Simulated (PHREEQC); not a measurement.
## Reverse-osmosis reject: an equilibrium model

Model water analysis in mg/L, 25 °C, pH 7.65, pe 1.6:

| constituent | mg/L |
|---|---|
| Na | 1750 |
| K | 50 |
| Ca | 29.5 |
| Mg | 63.2 |
| Cl | 2850 |
| S(6) as SO4 | 136 |
| Alkalinity as HCO3 | 130 |
| Li | 12.7 |
| Br | 6.9 |
| Mn(2) | 42.5 |
| N(-3) as NH4 | 3.31 |

Valence states are taken as typed.

The numbers come from PHREEQC with the ion-association model, phreeqc.dat.

No solid was allowed to form.

Task: Estimate the specific conductance.

Result: specific conductance 9000 µS/cm.

Task: In which forms is Ca present?

Result: Ca+2 96 %, CaSO4 2.9 %, CaHCO3+ 0.9 % of the Ca.

Saturation is exceeded, for instance for Rhodochrosite; the values hold only as long as no solid forms. Complexes and solids missing from the database can't appear.
